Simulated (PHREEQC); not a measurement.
A made-up water analysis in mg/L, 25 °C, pH 2.61, pe 9.9:

| constituent | mg/L |
|---|---|
| Na | 120 |
| K | 22.6 |
| Ca | 432 |
| Mg | 410 |
| Cl | 797 |
| S(6) as SO4 | 1990 |
| Li | 13.3 |
| Zn | 105 |
| Mn(2) | 0.983 |
| Sr | 1.46 |

Valence states are taken as typed.

All values are PHREEQC results (ion-association model, wateq4f.dat), not measurements.

| Quantity | Value |
|---|---|
| ionic strength | 0.0809 mol/kgw |
| total alkalinity | -4.30 meq/kg |
| charge-balance error | 6.8 % |

```tsv
species	molality	activity	log γ
Cl-	0.0225	0.0176	-0.108
Mg+2	0.0119	0.00509	-0.367
SO4-2	0.0109	0.00433	-0.399
Ca+2	0.00797	0.00330	-0.382
Na+	0.00513	0.00408	-0.100
MgSO4	0.00507	0.00517	0.008
H+	0.00294	0.00246	-0.079
CaSO4	0.00280	0.00285	0.008
Li+	0.00189	0.00152	-0.093
HSO4-	0.00131	0.00103	-0.102
Zn+2	0.00108	0.000460	-0.372
```

No solid was allowed to form.
